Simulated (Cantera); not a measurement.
Silicon nitride deposition: trisilylamine + NH₃ + H₂

Charge: 1 mol trisilylamine, 0.42 mol NH₃, 0.67 mol H₂, equilibrated at 20.3 Torr.

Equilibrium computed with Cantera from the NASA thermochemical tables; the gas is ideal and each condensed phase is pure. Candidate condensed phases: Si, Si₃N₄; 18 gas species. The feed counts by its element totals alone. Mutual solubility and eutectic melting of coexisting phases are not modelled. The tables' values for SiN are old estimates; treat these amounts as uncertain. Gases not in the tables: Si₂H₆ and higher silanes. Rates play no part.

| T (K) | log p H₂ | log p N₂ | log p H | log p Si | log p SiH | n Si(s) | n Si₃N₄(s) | n Si(l) |
|---|---|---|---|---|---|---|---|---|
| 775 | -1.57 | <-13 | -12.79 | <-13 | <-13 | 1.94 | 0.355 | 0 |
| 875 | -1.57 | <-13 | -11.08 | <-13 | <-13 | 1.94 | 0.355 | 0 |
| 975 | -1.57 | -11.29 | -9.73 | <-13 | <-13 | 1.94 | 0.355 | 0 |
| 1075 | -1.57 | -9.43 | -8.62 | <-13 | -13.34 | 1.94 | 0.355 | 0 |
| 1175 | -1.57 | -7.89 | -7.70 | -12.27 | -11.81 | 1.94 | 0.355 | 0 |
| 1275 | -1.57 | -6.60 | -6.92 | -10.71 | -10.52 | 1.94 | 0.355 | 0 |
| 1375 | -1.57 | -5.49 | -6.25 | -9.39 | -9.42 | 1.94 | 0.355 | 0 |
| 1475 | -1.57 | -4.54 | -5.67 | -8.24 | -8.47 | 1.94 | 0.352 | 0 |
| 1575 | -1.57 | -3.71 | -5.17 | -7.24 | -7.65 | 2.00 | 0.334 | 0 |
| 1675 | -1.59 | -2.99 | -4.73 | -6.36 | -6.93 | 2.28 | 0.240 | 0 |
| 1775 | -1.62 | -2.53 | -4.35 | -5.66 | -6.38 | 0 | 0 | 3.00 |
| 1875 | -1.62 | -2.53 | -3.99 | -5.04 | -5.89 | 0 | 0 | 3.00 |
| 1975 | -1.62 | -2.53 | -3.68 | -4.49 | -5.44 | 0 | 0 | 2.99 |
log p: log10 of the partial pressure in bar; n: condensed amount in mol.

From 775 K to 1675 K the condensed part is Si(s) + Si₃N₄(s). From 1775 K to 1975 K the condensed part is Si(l).
